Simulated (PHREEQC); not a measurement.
A made-up water analysis in mmol/kgw, 25 °C, pH 1.87, pe 10.6:

```
constituent  mmol/kgw
-----------  --------
Na                163
K               0.152
Ca                 18
Mg               17.6
Cl               65.2
S(6)              139
Zn              0.264
Cd              0.037
Fe(3)            2.58
```

Valence states are taken as typed.

All values are PHREEQC results (ion-association model, phreeqc.dat), not measurements.

Precipitation was switched off in this run.

Order these Ca species by the share of Ca that they hold, largest first: CaSO4, Ca+2, CaHSO4+.

Ca+2 (52 %), CaSO4 (43 %), CaHSO4+ (5.6 %)

Order these S species by the share of S that they hold, largest first: MgSO4, NaSO4-, SO4-2, CaSO4, HSO4-.

SO4-2 (52 %), HSO4- (23 %), NaSO4- (9.7 %), MgSO4 (6.9 %), CaSO4 (5.6 %)

The pH is 1.87 and the ionic strength 0.320 mol/kgw. Saturation is exceeded, for instance for Gypsum, Hematite (slow to form); the values hold only as long as no solid forms.
